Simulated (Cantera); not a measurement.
Input: 1 mol Cu, 4.5 mol NH₃, 34 mol H₂, held at 3600 Torr.

Cantera equilibrium calculation (NASA polynomials, part measured and part estimated; ideal gas, pure solids and liquids). Candidate condensed phases: Cu; 11 gas species. Kinetics and transport are ignored.

x: gas mole fraction; n: condensed amount in mol.

| T (°C) | x H₂ | x N₂ | x NH₃ | x Cu | x H | x Cu₂ | n Cu(s) | n Cu(l) |
|---|---|---|---|---|---|---|---|---|
| 352 | 0.934 | 0.0415 | 0.0243 | <1e-12 | <1e-12 | <1e-12 | 1.00 | 0 |
| 502 | 0.946 | 0.0506 | 0.00385 | <1e-12 | <1e-12 | <1e-12 | 1.00 | 0 |
| 652 | 0.947 | 0.0519 | 0.00100 | <1e-12 | 1.16e-10 | <1e-12 | 1.00 | 0 |
| 802 | 0.947 | 0.0522 | 0.000370 | 5.32e-11 | 6.52e-9 | <1e-12 | 1.00 | 0 |
| 952 | 0.948 | 0.0522 | … | … | … | <1e-12 | 1.00 | 0 |
| 1102 | 0.948 | 0.0523 | 9.46e-5 | 1.71e-7 | 1.52e-6 | 2.76e-11 | 0 | 1.000 |
| 1252 | 0.948 | 0.0523 | … | … | … | … | 0 | 1.000 |
| 1402 | 0.948 | 0.0523 | 3.91e-5 | 2.38e-5 | 5.16e-5 | 2.54e-8 | 0 | 0.999 |
| 1552 | 0.947 | 0.0523 | 2.81e-5 | 0.000150 | 0.000196 | 3.20e-7 | 0 | 0.994 |
| 1702 | 0.946 | 0.0523 | 2.12e-5 | 0.000709 | 0.000608 | 2.69e-6 | 0 | 0.969 |

Complete the blanks.


- 952, x NH₃: 0.000173
- 952, x Cu: 5.04e-9
- 952, x H: 1.38e-7
- 1252, x NH₃: 5.82e-5
- 1252, x Cu: 2.59e-6
- 1252, x H: 1.05e-5
- 1252, x Cu₂: 1.19e-9
